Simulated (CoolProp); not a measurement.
A simple Rankine cycle with R365MFC: condensing at 326.15 K, boiler at 2.66 MPa, turbine inlet 499 K, turbine efficiency 0.85, pump efficiency 0.7, no recuperator. Each further row changes one setting.

Model: reference Helmholtz-energy equation of state, Lemmon 2016, in CoolProp.

| case | thermal efficiency (%) | net work (kJ/kg) | heat in (kJ/kg) | turbine exit temperature (K) | volume ratio over the turbine |
|---|---|---|---|---|---|
| as stated | 14.7 | 53.1 | 362 | 436.3 | 19.3 |
| condensing temperature 318.15 K | 15.6 | 58.5 | 374 | 431.6 | 25.1 |
| boiler pressure 1.86 MPa | 13.2 | 49.1 | 372 | 447.3 | 12.5 |
| turbine efficiency 0.75 | 12.8 | 46.5 | 362 | 441.6 | 19.6 |
